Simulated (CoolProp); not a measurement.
Vapour-liquid equilibrium of ethane (1) + n-perfluorobutane (2) at -66.85 °C; x and y are mole fractions of (1).

The numbers come from the multi-fluid Helmholtz-energy mixture model, Bücker 2006 and Gao 2022; pair parameters Bell 2016 in CoolProp.

Give the bubble pressure and the first vapour's composition at x = 0.15, 0.35, 0.45. Is there an azeotrope?

x = 0.15: 0.1245 MPa, y = 0.981; x = 0.35: 0.2099 MPa, y = 0.989; x = 0.45: 0.2235 MPa, y = 0.990. No azeotrope shows between x = 0.05 and 0.95.

The pair parameters rest on a limited set of measurements; away from them the model extrapolates. With so large a gap from Raoult's law the liquid may split in two, which this calculation doesn't test in full.
